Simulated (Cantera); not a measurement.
B₂H₆ + O₂ + N₂ (boron, boron nitride and boron oxide)

Charge: 1 mol B₂H₆, a varied amount of O₂, 0.27 mol N₂, at 0.0133 bar.

Equilibrium computed with Cantera from the NASA thermochemical tables; the gas is ideal and each condensed phase is pure. Candidate condensed phases: B, BN, B₂O₃, B₃O₃H₃, H₂O; 39 gas species. The feed counts by its element totals alone. Mutual solubility and eutectic melting of coexisting phases are not modelled. Rates play no part.

Stable condensed phases:

```
T in °C \ n(O₂) in mol
         1.2 1.6 2.1 2.8 3.7 4.9 6.6 8.7
   2050    A   A   A   A   A   A   A   A
   1975    A   A   A   A   A   A   A   A
   1900    A   A   A   A   A   A   A   A
   1825    A   A   A   A   A   A   A   A
   1750    A   A   A   A   A   A   A   A
   1675    A   A   A   A   A   A   A   A
   1600    A   A   A   A   A   A   A   A
   1525    B   A   A   A   A   A   A   A
   1450    C   D   A   A   A   A   A   A
   1375    C   D   D   A   A   A   A   A
```

A: gas only; B: BN; C: BN + B₂O₃; D: B₂O₃.
